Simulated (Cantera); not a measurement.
A closed system holds: 1 mol HMDSO, 4.2 mol H2O, at 1523.15 K and 0.0133 bar.

Equilibrium computed with Cantera from the NASA thermochemical tables; the gas is ideal and each condensed phase is pure. Candidate condensed phases: C, C6H6, C7H8, C8H18, H2O, Si, SiC, SiO2; 123 gas species. The feed counts by its element totals alone. Mutual solubility and eutectic melting of coexisting phases are not modelled. The tables hold silica as quartz up to 1696 K and as liquid above; real silica turns to tridymite and cristobalite and melts near 1996 K. The numbers say what is thermodynamically allowed, not how fast it happens.

Base state: H2 0.739, CO 0.250, SiO 0.0112, H 0.000172, H2O 1.64e-5 (mole fractions); condensed: SiC(s) + SiO2(β-quartz).

What changes in the equilibrium state with this change: H2O from 4.2 to 0.17 mol?


```json
[
 {"species": "H2", "before": "0.739", "after": "0.887"},
 {"species": "CO", "before": "0.250", "after": "0.113"},
 {"species": "SiO", "before": "0.0112", "after": "0.000243"},
 {"species": "C2H2 (acetylene)", "before": "4.20e-7", "after": "1.05e-5"},
 {"species": "H2O", "before": "1.64e-5", "after": "1.94e-6"},
 {"species": "CH4", "before": "3.67e-6", "after": "2.41e-5"},
 {"species": "H", "before": "0.000172", "after": "0.000189"},
 {"species": "SiC(s), mol", "before": "1.53", "after": "2.00"},
 {"species": "SiO2(β-quartz), mol", "before": "0.266", "after": "0"},
 {"species": "C(graphite), mol", "before": "0", "after": "2.83"}
]
```
